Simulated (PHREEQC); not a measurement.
Dissolve 0.19 mol HF, 0.081 mol (CH3)4NF and 0.036 mol H2SiF6 per kg of water at 59 °C. Closed to the air; pH follows from the charge balance.

Computed with PHREEQC (ion-association model, phreeqc.dat).

Precipitation was switched off in this run.

### Question
What pH, ionic strength, activity of water does the model give?

### Answer
pH 1.97; ionic strength 0.130 mol/kgw; activity of water 0.993.

### Question
In which forms is F present?

### Answer
HF 49 %, SiF6-2 44 %, HF2- 4.7 %, F- 2.2 % of the F.

(CH3)4N+ isn't in the database: it is added as a free cation with an ion size of 4 Å. Away from 25 °C the constants follow the database's enthalpies or fits; those with neither stay at their 25 °C values. SiF6-2 is the database's only silicon fluoride.
